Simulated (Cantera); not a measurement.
Input: 1 mol HMDSO, 0.38 mol O3, 3.8 mol N2, held at 1548.15 K.

These are equilibrium values from Cantera (NASA tables, ideal gas, pure condensed phases), not measurements of a reactor. Candidate condensed phases: C, C6H6, C7H8, C8H18, H2O, Si, SiC, SiO2, Si2N2O, Si3N4; 151 gas species. The feed counts by its element totals alone. Equilibrium is a limit: real reactors are often held back by kinetics, nucleation or transport.

**Question.** At 37.0 mbar, list the 6 most abundant gas species with their mole fractions, and the condensed phases.

**Answer.** H2 0.695, N2 0.216, CO 0.0880, HCN 0.000569, SiO 0.000161, H 0.000134. Condensed: C(graphite) + Si2N2O(s).
